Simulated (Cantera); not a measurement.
## Boron, boron nitride and boron oxide: B2H6 + H2O + H2

Input: 1 mol B2H6, 0.66 mol H2O, 16 mol H2, equilibrated at 0.0120 bar.

These are equilibrium values from Cantera (NASA tables, ideal gas, pure condensed phases), not measurements of a reactor. Candidate condensed phases: B, B2O3, B3O3H3, H2O; 23 gas species. The feed counts by its element totals alone. Mutual solubility and eutectic melting of coexisting phases are not modelled. The tables' values for BH2 are old estimates; treat these amounts as uncertain. Rates play no part.

```tsv
T (K)	x H2	x H	x HBO	x BO	x B2O2	n B(s)	n B2O3(l)
848	0.999	1.74e-10	8.87e-8	<1e-12	1.45e-12	1.55	0.210
948	0.999	4.78e-9	2.09e-6	<1e-12	3.62e-10	1.55	0.208
1048	0.999	7.05e-8	2.63e-5	1.15e-10	3.06e-8	1.55	0.206
1148	0.999	6.54e-7	0.000211	6.74e-9	1.17e-6	1.54	0.204
1248	0.998	4.26e-6	0.00119	2.02e-7	2.43e-5	1.54	0.197
1348	0.994	2.11e-5	0.00516	3.63e-6	0.000317	1.51	0.165
1448	0.977	8.32e-5	0.0180	4.32e-5	0.00286	1.39	0.0305
1548	0.972	0.000277	0.0235	0.000163	0.00372	1.35	0
1648	0.970	0.000801	0.0250	0.000441	0.00335	1.35	0
1748	0.968	0.00205	0.0258	0.00103	0.00288	1.34	0
1848	0.965	0.00475	0.0258	0.00215	0.00240	1.34	0
1948	0.959	0.0101	0.0248	0.00399	0.00190	1.33	0
2048	0.948	0.0199	0.0229	0.00668	0.00141	1.33	0
2148	0.931	0.0367	0.0201	0.0100	0.000957	1.31	0
```
x: gas mole fraction; n: condensed amount in mol.

From 848 K to 1448 K the condensed part is B(s) + B2O3(l). From 1548 K to 2148 K the condensed part is B(s). The main B-bearing gas is B3O3H3 at 848 K and HBO at 2148 K. The share of B in condensed phases is highest at 848 K (98.5 %) and lowest at 2148 K (65.7 %).
